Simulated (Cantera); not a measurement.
Charge: 1 mol Si, 9.2 mol Cl₂, 0.52 mol N₂, 7 mol NF₃, equilibrated at 1025 K and 980 Pa.

These are equilibrium values from Cantera (NASA tables, ideal gas, pure condensed phases), not measurements of a reactor. Equilibrium is a limit: real reactors are often held back by kinetics, nucleation or transport.

```tsv
species	before	after
F	0.00772	0.337
Cl	0.00104	0.245
ClF	0.737	0.193
Cl₂	0.0341	0.0677
N₂	0.176	0.125
SiF₄	0.0438	0.0312
F₂	3.74e-5	8.04e-5
```
Gas species are given as mole fractions.

Question: Name the change that produced these shifts.
A. temperature from 1025 K to 975 K
B. temperature from 1025 K to 1325 K
C. temperature from 1025 K to 1573 K
D. NF₃ from 7 to 0.67 mol

Answer: C, temperature from 1025 K to 1573 K
